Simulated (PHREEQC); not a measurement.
1 kg of water holding 36 mmol/kgw NaHCO3, 14 mmol/kgw Na2SO4, 5.3 mmol/kgw Na2CO3 and 98 mmol/kgw KCl is evaporated at 25 °C; the solids stay in contact with the brine. CO2 is held at log p = -3.4 (atm). Solids allowed: Arcanite, Burkeite, Glaserite, Halite, Kalicinite, Mirabilite, Misenite, Nahcolite, Natron, Sylvite, Thenardite, Trona. Others were left out.

The series has 28 steps of water left (kg), from 1 to 0.004721.

The numbers come from PHREEQC with the Pitzer model, pitzer.dat.

Which solids form, in which order, and at which step of the series does each first stand?

Arcanite from water left = 0.03592 kg (pH 10.02), last present at water left = 0.02958 kg; Glaserite from water left = 0.02958 kg (pH 10.05); Sylvite from water left = 0.02007 kg (pH 10.13); Trona from water left = 0.01352 kg (pH 10.13).
